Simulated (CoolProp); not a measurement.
Vapour-liquid equilibrium of hydrogen sulfide (1) + n-pentane (2) at 301.3 K; x and y are mole fractions of (1).

The numbers come from the multi-fluid Helmholtz-energy mixture model, Lemmon 2006 and Thol 2019; pair parameters Kunz 2012 in CoolProp.

```
x      bubble pressure (bar)  y at the bubble point  dew pressure at overall composition x (bar)  liquid density (mol/L)
-----  ---------------------  ---------------------  -------------------------------------------  ----------------------
0.05                   1.923                  0.607                                       0.8077                   8.821
0.125                  3.931                  0.813                                       0.8770                   9.233
0.2                    6.051                  0.882                                       0.9589                   9.688
0.275                  8.082                  0.915                                        1.057                   10.19
0.35                   9.897                  0.933                                        1.178                   10.76
0.425                  11.46                  0.944                                        1.329                   11.39
0.5                    12.79                  0.952                                        1.523                   12.12
0.575                  13.97                  0.959                                        1.784                   12.96
0.65                   15.09                  0.965                                        2.154                   13.94
0.725                  16.24                  0.971                                        2.717                   15.11
0.8                    17.50                  0.977                                        3.681                   16.54
0.875                  18.93                  0.985                                        5.719                   18.32
0.95                   20.57                  0.994                                        12.39                   20.60
```

No azeotrope shows between x = 0.05 and 0.95.

Pair parameters are fitted to limited data, so mixtures are less certain than the pure fluids. The gap from Raoult's law changes sign with composition, which may be real or a fault of the pair parameters; it wasn't checked against measurements.
